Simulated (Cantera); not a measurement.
Feed: 1 mol AlN, 0.032 mol N2, held at 0.133 bar.

Equilibrium computed with Cantera from the NASA thermochemical tables; the gas is ideal and each condensed phase is pure. Candidate condensed phases: Al, AlN; 5 gas species. Rates play no part.

Problem. Which condensed phases are stable at each of these points (T (K)): 1823, 1873, 1923, 1973, 2023, 2073, 2123, 2173, 2223, 2273, 2323, 2373, 2423, 2473?

Solution. 
```json
[
 {"T (K)": "1823", "condensed phases": "AlN(s)", "Al condensed (%)": "100.0"},
 {"T (K)": "1873", "condensed phases": "AlN(s)", "Al condensed (%)": "100.0"},
 {"T (K)": "1923", "condensed phases": "AlN(s)", "Al condensed (%)": "100.0"},
 {"T (K)": "1973", "condensed phases": "AlN(s)", "Al condensed (%)": "100.0"},
 {"T (K)": "2023", "condensed phases": "AlN(s)", "Al condensed (%)": "100.0"},
 {"T (K)": "2073", "condensed phases": "AlN(s)", "Al condensed (%)": "100.0"},
 {"T (K)": "2123", "condensed phases": "AlN(s)", "Al condensed (%)": "100.0"},
 {"T (K)": "2173", "condensed phases": "AlN(s)", "Al condensed (%)": "100.0"},
 {"T (K)": "2223", "condensed phases": "AlN(s)", "Al condensed (%)": "99.9"},
 {"T (K)": "2273", "condensed phases": "AlN(s)", "Al condensed (%)": "99.9"},
 {"T (K)": "2323", "condensed phases": "AlN(s)", "Al condensed (%)": "99.7"},
 {"T (K)": "2373", "condensed phases": "AlN(s)", "Al condensed (%)": "99.2"},
 {"T (K)": "2423", "condensed phases": "AlN(s)", "Al condensed (%)": "96.8"},
 {"T (K)": "2473", "condensed phases": "gas only", "Al condensed (%)": "0.0"}
]
```

From 1823 K to 2423 K the condensed part is AlN(s). At 2473 K nothing is condensed.
